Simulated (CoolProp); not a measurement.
Propylene at 354.01 K and 1.29 MPa is compressed adiabatically to 3.66 MPa with isentropic efficiency 0.6. Each further row changes one setting.

Values from CoolProp's reference Helmholtz-energy equation of state, Lemmon 2013.

```tsv
case	work (kJ/kg)	final temperature (K)	final density (kg/m³)
as stated	109	426.6	52.9
efficiency 1	65.6	408.0	57.8
efficiency 0.65	101	423.0	53.7
```
